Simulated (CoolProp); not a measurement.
C2F6 (R116) along the isobar 4250 kPa: Z from the reference equation and from simpler models built on Tc = 293.0 K, pc = 3048 kPa, ω = 0.257; each cubic takes its own stable root.

The numbers come from the reference Helmholtz-energy equation of state, Lemmon 2006 in CoolProp. It is a short technical equation, of lower accuracy than the large ones.

```json
[
 {"T (K)": "196.8", "phase": "liquid", "reference": "0.2218"},
 {"T (K)": "210.5", "phase": "liquid", "reference": "0.2152"},
 {"T (K)": "224.3", "phase": "liquid", "reference": "0.2105"},
 {"T (K)": "238.1", "phase": "liquid", "reference": "0.2078"},
 {"T (K)": "251.9", "phase": "liquid", "reference": "0.2075"},
 {"T (K)": "265.7", "phase": "liquid", "reference": "0.2103"},
 {"T (K)": "279.5", "phase": "liquid", "reference": "0.2184"},
 {"T (K)": "293.2", "phase": "supercritical", "reference": "0.2392"},
 {"T (K)": "307", "phase": "supercritical", "reference": "0.3405"},
 {"T (K)": "320.8", "phase": "supercritical", "reference": "0.5438"},
 {"T (K)": "334.6", "phase": "supercritical", "reference": "0.6496"},
 {"T (K)": "348.4", "phase": "supercritical", "reference": "0.7185"},
 {"T (K)": "362.2", "phase": "supercritical", "reference": "0.7690"},
 {"T (K)": "376", "phase": "supercritical", "reference": "0.8080"},
 {"T (K)": "389.7", "phase": "supercritical", "reference": "0.8390"},
 {"T (K)": "403.5", "phase": "supercritical", "reference": "0.8646"}
]
```

How far does each simpler model (van der Waals, Redlich-Kwong, Peng-Robinson) lie from the reference over these 16 states: mean and median of the absolute difference, and the worst?


- van der Waals: mean 29.3 %, median 26.8 %, worst +54.1 % at 196.8 K and 4250 kPa
- Redlich-Kwong: mean 7.8 %, median 6.8 %, worst +15.7 % at 293.2 K and 4250 kPa
- Peng-Robinson: mean 4.1 %, median 3.2 %, worst -7.8 % at 196.8 K and 4250 kPa
